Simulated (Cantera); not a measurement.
**Equilibrium for nitride etching: BN + H₂O + H₂**

Charge: 1 mol BN, 4.2 mol H₂O, 2.8 mol H₂, at 13.3 mbar.

Method: chemical equilibrium by Gibbs-energy minimisation in Cantera with the NASA 1993 tables (ideal gas, pure condensed phases). Candidate condensed phases: B, BN, B₂O₃, B₃O₃H₃, H₂O; 39 gas species. Gases not in the tables: H₃BO₃. The numbers say what is thermodynamically allowed, not how fast it happens.

```json
[
 {"T (K)": "1048", "log p H₂": "-2.12", "log p H₂O": "-2.32", "log p HBO₂": "-5.33", "log p N₂": "-3.05", "log p B₂O₃": "-10.52", "log p (HBO₂)₃": "-5.14", "n B₂O₃(l)": "0.493"},
 {"T (K)": "1098", "log p H₂": "-2.12", "log p H₂O": "-2.32", "log p HBO₂": "-4.93", "log p N₂": "-3.05", "log p B₂O₃": "-9.63", "log p (HBO₂)₃": "-5.23", "n B₂O₃(l)": "0.492"},
 {"T (K)": "1148", "log p H₂": "-2.12", "log p H₂O": "-2.32", "log p HBO₂": "-4.58", "log p N₂": "-3.05", "log p B₂O₃": "-8.81", "log p (HBO₂)₃": "-5.33", "n B₂O₃(l)": "0.489"},
 {"T (K)": "1198", "log p H₂": "-2.12", "log p H₂O": "-2.32", "log p HBO₂": "-4.25", "log p N₂": "-3.05", "log p B₂O₃": "-8.06", "log p (HBO₂)₃": "-5.41", "n B₂O₃(l)": "0.481"},
 {"T (K)": "1248", "log p H₂": "-2.12", "log p H₂O": "-2.33", "log p HBO₂": "-3.96", "log p N₂": "-3.05", "log p B₂O₃": "-7.38", "log p (HBO₂)₃": "-5.50", "n B₂O₃(l)": "0.466"},
 {"T (K)": "1298", "log p H₂": "-2.12", "log p H₂O": "-2.33", "log p HBO₂": "-3.69", "log p N₂": "-3.05", "log p B₂O₃": "-6.75", "log p (HBO₂)₃": "-5.58", "n B₂O₃(l)": "0.440"},
 {"T (K)": "1348", "log p H₂": "-2.12", "log p H₂O": "-2.34", "log p HBO₂": "-3.44", "log p N₂": "-3.06", "log p B₂O₃": "-6.18", "log p (HBO₂)₃": "-5.66", "n B₂O₃(l)": "0.395"},
 {"T (K)": "1398", "log p H₂": "-2.13", "log p H₂O": "-2.36", "log p HBO₂": "-3.22", "log p N₂": "-3.06", "log p B₂O₃": "-5.64", "log p (HBO₂)₃": "-5.75", "n B₂O₃(l)": "0.323"},
 {"T (K)": "1448", "log p H₂": "-2.13", "log p H₂O": "-2.38", "log p HBO₂": "-3.01", "log p N₂": "-3.07", "log p B₂O₃": "-5.14", "log p (HBO₂)₃": "-5.85", "n B₂O₃(l)": "0.212"},
 {"T (K)": "1498", "log p H₂": "-2.14", "log p H₂O": "-2.42", "log p HBO₂": "-2.83", "log p N₂": "-3.08", "log p B₂O₃": "-4.68", "log p (HBO₂)₃": "-5.96", "n B₂O₃(l)": "0.0487"}
]
```
log p: log10 of the partial pressure in bar; n: condensed amount in mol.

From 1048 K to 1498 K the condensed part is B₂O₃(l). The share of B in condensed phases is highest at 1048 K (98.5 %) and lowest at 1498 K (9.7 %).
